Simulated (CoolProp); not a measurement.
Model: reference Helmholtz-energy equation of state, Lemmon 2003, in CoolProp. It is a pseudo-pure fit of the blend.

Q: For R507A, give the phase and the Joule-Thomson coefficient (K/MPa), expansivity (1/kK), conductivity (mW/(m K)) at 218.7 K and 0.521 MPa; 218.7 K and 2.93 MPa; 218.7 K and 5.21 MPa.

A: 
- 218.7 K and 0.521 MPa: liquid; Joule-Thomson coefficient -0.305, expansivity 2.27, conductivity 96.8
- 218.7 K and 2.93 MPa: liquid; Joule-Thomson coefficient -0.315, expansivity 2.20, conductivity 97.8
- 218.7 K and 5.21 MPa: liquid; Joule-Thomson coefficient -0.323, expansivity 2.14, conductivity 98.8

Thermal conductivity comes from a separate model (Geller 2001).
